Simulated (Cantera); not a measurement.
**Gas-phase reforming**

An isothermal, constant-pressure homogeneous reactor starts with 17.2 % CH4, 82.8 % CO2, at 1550 K and 0.918 atm.

Cantera simulation using GRI-Mech 3.0 (53 species, 325 reactions); the numbers are that mechanism's predictions, not measurements.

```csv
t (s),x CH4,x CO2,x HCO,x O,x H,x CH2CO,x C2H2
4.00e-6,0.172,0.828,<1e-12,<1e-12,5.83e-8,<1e-12,<1e-12
1.29e-5,0.172,0.828,<1e-12,<1e-12,5.84e-8,<1e-12,<1e-12
4.15e-5,0.172,0.828,<1e-12,<1e-12,5.89e-8,<1e-12,4.90e-12
0.000134,0.172,0.828,<1e-12,<1e-12,6.38e-8,<1e-12,6.16e-10
0.000431,0.172,0.828,2.60e-11,<1e-12,8.56e-8,5.64e-12,5.79e-8
0.00139,0.172,0.827,3.02e-10,<1e-12,1.45e-7,1.39e-10,2.67e-6
0.00447,0.169,0.826,1.67e-9,1.34e-12,4.11e-7,4.60e-9,9.95e-5
0.0144,0.158,0.818,2.57e-9,3.78e-12,1.34e-6,1.99e-7,0.00225
0.0464,0.132,0.784,2.13e-9,5.77e-12,2.70e-6,3.24e-6,0.0137
0.150,0.0843,0.688,2.23e-9,8.41e-12,3.45e-6,1.89e-5,0.0344
0.482,0.0262,0.537,3.05e-9,1.24e-11,4.33e-6,6.26e-5,0.0526
1.55,0.00974,0.427,3.69e-9,1.95e-11,7.38e-6,3.87e-5,0.0329
5.00,0.00564,0.350,4.35e-9,3.41e-11,8.56e-6,7.67e-6,0.00827
```
x: mole fraction; the columns are a selection and need not sum to one.

Equilibrium at this temperature and pressure: CH4 3.07e-9, CO2 0.315, HCO 5.05e-9, O 6.32e-11, H 9.53e-6, CH2CO <1e-12, C2H2 <1e-12 (gas phase only).
